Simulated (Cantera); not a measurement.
A closed system holds: 1 mol Al, 0.89 mol CO, 2.9 mol N₂, 0.024 mol O₂, at 750 Torr.

Cantera equilibrium calculation (NASA polynomials, part measured and part estimated; ideal gas, pure solids and liquids). Candidate condensed phases: Al, AlN, Al₂O₃, C; 32 gas species. Mutual solubility and eutectic melting of coexisting phases are not modelled. Condensed phases not in the tables: aluminium oxynitride. Equilibrium is a limit: real reactors are often held back by kinetics, nucleation or transport.

x: gas mole fraction; n: condensed amount in mol.

| T (°C) | x N₂ | x CO | x CO₂ | x Al | x Al₂O | x C₂N₂ | n AlN(s) | n Al₂O₃(s) | n C(graphite) |
|---|---|---|---|---|---|---|---|---|---|
| 1300 | 0.967 | 0.0330 | 3.92e-7 | 6.72e-10 | 1.54e-11 | 1.07e-8 | 0.436 | 0.282 | 0.798 |
| 1350 | 0.944 | 0.0559 | 7.64e-7 | 3.04e-9 | 1.05e-10 | 2.19e-8 | 0.480 | 0.260 | 0.732 |
| 1400 | 0.909 | … | … | … | … | … | … | … | … |
| 1450 | 0.857 | 0.143 | 2.48e-6 | 4.89e-8 | 3.64e-9 | 7.61e-8 | 0.661 | 0.169 | 0.460 |
| 1500 | 0.783 | … | … | … | … | … | … | … | … |
| 1550 | 0.731 | 0.269 | 5.64e-6 | 6.00e-7 | 8.87e-8 | 1.50e-7 | 0.968 | 0.0160 | 0 |
| 1600 | 0.731 | 0.269 | 6.30e-6 | 1.83e-6 | 3.66e-7 | 1.18e-7 | 0.968 | 0.0160 | 0 |
| 1650 | 0.731 | 0.269 | 7.00e-6 | 5.25e-6 | 1.40e-6 | 9.46e-8 | 0.968 | 0.0160 | 0 |

Question: Fill in the missing entries.

Answer: 
- 1500, x CO: 0.217
- 1500, x CO₂: 4.13e-6
- 1500, x Al: 1.78e-7
- 1500, x Al₂O: 1.89e-8
- 1500, x C₂N₂: 1.29e-7
- 1500, n AlN(s): 0.833
- 1500, n Al₂O₃(s): 0.0837
- 1500, n C(graphite): 0.203
- 1400, x CO: 0.0912
- 1400, x CO₂: 1.41e-6
- 1400, x Al: 1.26e-8
- 1400, x Al₂O: 6.49e-10
- 1400, x C₂N₂: 4.20e-8
- 1400, n AlN(s): 0.550
- 1400, n Al₂O₃(s): 0.225
- 1400, n C(graphite): 0.627
